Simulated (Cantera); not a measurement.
Input (Python, Cantera) and output of one run.

```python
import numpy as np
import cantera as ct

gas_names = """
    C CN CO CO2 C2 CCN CNC C2N2 C2O C3 C3O2 C4 C4N2 C5 Fe FeC5O5 FeO N NCO NO NO2 NO3 N2 N2O O O2 O3
""".split()
cond_names = """
    C(gr) Fe(a) Fe(c) Fe(d) Fe(L) FeC5O5(L) FeO(s) FeO(L) Fe2O3(s) Fe3O4(s)
""".split()


# ... load() reads the species with a 1 bar reference pressure and builds the phases ...
atoms = {
    'Fe(CO)5': {'Fe': 1, 'C': 5, 'O': 5},
    'CO': {'C': 1, 'O': 1},
    'N2': {'N': 2},
}
top_T = {'C(gr)': 4500, 'Fe2O3(s)': 1830, 'Fe3O4(s)': 1870}  # K; cautious upper limits of use, not melting points


# ... equilibrate(T, P, feed) seeds the gas with the atoms and calls Mixture.equilibrate('TP', solver="vcs", rtol=1e-11, max_steps=5000) ...
results = []
feed = {'Fe(CO)5': 1, 'CO': 0.23, 'N2': 23}  # mol
T = 1525  # K
P = 850  # Pa
mix = equilibrate(T, P, feed)
results.append((T, P, feed, dict(zip(mix.species_names, mix.species_moles))))
print(gas.report(threshold=1e-05))
for i in range(1, mix.n_phases):
    print(f"{mix.phase(i).name:16s} {mix.phase_moles(i):12.5e} mol")
```

Output:

```
       temperature   1525 K
          pressure   850 Pa
           density   0.001878 kg/m^3
  mean mol. weight   28.014 kg/kmol
   phase of matter   gas

                          1 kg             1 kmol
                     ---------------   ---------------
          enthalpy        6.7312e+05        1.8857e+07  J
   internal energy         2.205e+05        6.1772e+06  J
           entropy             10255        2.8727e+05  J/K
    Gibbs function       -1.4965e+07       -4.1923e+08  J
 heat capacity c_p            1246.2             34912  J/K
 heat capacity c_v            949.45             26598  J/K

                      mass frac. Y      mole frac. X     chem. pot. / RT
                     ---------------   ---------------   ---------------
                CO           0.18523           0.18526           -41.986
                Fe        5.9315e-05        2.9755e-05           -6.5625
                N2           0.81471           0.81471           -31.036
     [  +24 minor]        2.5422e-07        1.6169e-07

C(gr)             4.11483e-06 mol
Fe(c)             9.99160e-01 mol
FeC5O5(L)         0.00000e+00 mol
FeO(s)            0.00000e+00 mol
Fe2O3(s)          0.00000e+00 mol
Fe3O4(s)          0.00000e+00 mol
```

These are equilibrium values from Cantera (NASA tables, ideal gas, pure condensed phases), not measurements of a reactor.
